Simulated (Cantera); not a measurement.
Feed: 1 mol SiC, 0.15 mol N2O, 4.2 mol N2, at 0.000975 Torr.

These are equilibrium values from Cantera (NASA tables, ideal gas, pure condensed phases), not measurements of a reactor. Candidate condensed phases: C, Si, SiC, SiO2, Si2N2O, Si3N4; 34 gas species. Mutual solubility and eutectic melting of coexisting phases are not modelled. The numbers say what is thermodynamically allowed, not how fast it happens.

Task: Which condensed phases are stable at each of these points (T (°C)): 775, 825, 875, 925, 975, 1025, 1075?

Result: 
```csv
T (°C),condensed phases,Si condensed (%)
775,C(graphite) + SiC(s) + Si2N2O(s),100.0
825,C(graphite) + SiC(s) + Si2N2O(s),100.0
875,SiC(s) + Si2N2O(s),100.0
925,SiC(s) + Si2N2O(s),99.9
975,SiC(s) + Si2N2O(s),99.3
1025,SiC(s) + Si2N2O(s),95.3
1075,SiC(s),92.5
```

From 775 °C to 825 °C the condensed part is C(graphite) + SiC(s) + Si2N2O(s). From 875 °C to 1025 °C the condensed part is SiC(s) + Si2N2O(s). At 1075 °C the condensed part is SiC(s).
